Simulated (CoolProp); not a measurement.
Vapour-liquid equilibrium of carbon dioxide (1) + propylene (2) at 0.949 MPa; x and y are mole fractions of (1).

Model: multi-fluid Helmholtz-energy mixture model, Span 1996 and Lemmon 2013; pair parameters Bell 2016, in CoolProp.

```csv
x,bubble temperature (K),y at the bubble point,dew temperature at overall composition x (K),liquid density (mol/L)
0.05,279.6,0.257,288.5,12.98
0.2,258.1,0.647,282.2,14.64
0.35,247.4,0.785,275.2,16.13
0.5,241.5,0.851,267.3,17.68
0.65,237.8,0.893,257.9,19.46
0.8,235.0,0.931,246.1,21.63
0.95,232.5,0.979,233.9,24.40
```

No azeotrope shows between x = 0.05 and 0.95.

The pair parameters rest on a limited set of measurements; away from them the model extrapolates.
